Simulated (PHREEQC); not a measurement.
**Spent oxide etchant (model solution)**

Make-up at 30 °C: 0.0027 mol/kgw NH4HF2, 0.0017 mol/kgw (NH4)2SiF6 and 0.19 mol/kgw HBF4. Closed to the air; pH follows from the charge balance.

Computed with PHREEQC (ion-association model, phreeqc.dat).

Each row changes one thing in this solution. This is a speciation only: nothing precipitates in the calculation.

```csv
case,pH,ionic strength (mol/kgw),BF4- (mol/kgw),HF (mol/kgw),BF3OH- (mol/kgw),H3BO3 (mol/kgw)
as made,0.83,0.192,0.183,0.0213,0.00331,0.00307
diluted 2-fold with water,1.12,0.0950,0.0898,0.0162,0.00220,0.00276
temperature from 30 to 40 °C,0.84,0.191,0.182,0.0248,0.00346,0.00386
(NH4)2SiF6 from 0.0017 to 0.00034 mol/kgw,0.83,0.188,0.183,0.0214,0.00331,0.00308
NH4HF2 left out,0.83,0.191,0.182,0.0200,0.00352,0.00401
(NH4)2SiF6 left out,0.83,0.187,0.183,0.0214,0.00331,0.00308
(NH4)2SiF6 from 0.0017 to 0.00187 mol/kgw,0.83,0.193,0.183,0.0213,0.00331,0.00307
0.0053 mol/kgw NH4Cl added,0.83,0.198,0.183,0.0213,0.00331,0.00306
```

Complexes and solids missing from the database can't appear. Away from 25 °C the constants follow the database's enthalpies or fits; those with neither stay at their 25 °C values. SiF6-2 is the database's only silicon fluoride. Real BF4- forms and hydrolyses slowly; the run takes it at equilibrium.
